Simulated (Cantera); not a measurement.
## Equilibrium for silicon oxide and oxynitride deposition: SiH2Cl2 + O2 + H2

Charge: 1 mol SiH2Cl2, 0.15 mol O2, 0.42 mol H2, equilibrated at 13.3 mbar.

Method: chemical equilibrium by Gibbs-energy minimisation in Cantera with the NASA 1993 tables (ideal gas, pure condensed phases). Candidate condensed phases: H2O, Si, SiO2; 30 gas species. The tables' values for SiCl3 are old estimates; treat these amounts as uncertain. Kinetics and transport are ignored.

From 700 K to 825 K the condensed part is Si(s) + SiO2(α-quartz). From 850 K to 900 K the condensed part is Si(s) + SiO2(β-quartz). The main Si-bearing gas is SiCl4 throughout.

```csv
T (K),log p H2,log p SiCl4,log p SiHCl3,log p HCl,log p SiCl3,log p SiH2Cl2,n Si(s),n SiO2(α-quartz),n SiO2(β-quartz)
700,-2.01,-2.50,-3.31,-4.89,-6.47,-5.31,0.333,0.150,0
725,-2.01,-2.50,-3.32,-4.71,-6.20,-5.29,0.333,0.150,0
750,-2.01,-2.50,-3.33,-4.54,-5.95,-5.28,0.334,0.150,0
775,-2.01,-2.50,-3.33,-4.38,-5.71,-5.27,0.334,0.150,0
800,-2.01,-2.50,-3.34,-4.23,-5.49,-5.26,0.335,0.150,0
825,-2.02,-2.50,-3.34,-4.09,-5.28,-5.25,0.336,0.150,0
850,-2.02,-2.51,-3.35,-3.95,-5.09,-5.25,0.337,0,0.150
875,-2.02,-2.51,-3.35,-3.83,-4.90,-5.24,0.338,0,0.150
900,-2.02,-2.51,-3.36,-3.71,-4.73,-5.23,0.340,0,0.150
```
log p: log10 of the partial pressure in bar; n: condensed amount in mol.
